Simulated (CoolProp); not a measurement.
Model: reference Helmholtz-energy equation of state, Thol 2014, in CoolProp.

Question: For chloromethane (R40), give the phase and the cp (kJ/(kg K)), cv (kJ/(kg K)), speed of sound (m/s), Joule-Thomson coefficient (K/MPa) at 226.85 °C and 5200 kPa.

Answer: 
- 226.85 °C and 5200 kPa: gas; cp 1.34, cv 0.981, speed of sound 281, Joule-Thomson coefficient 7.62
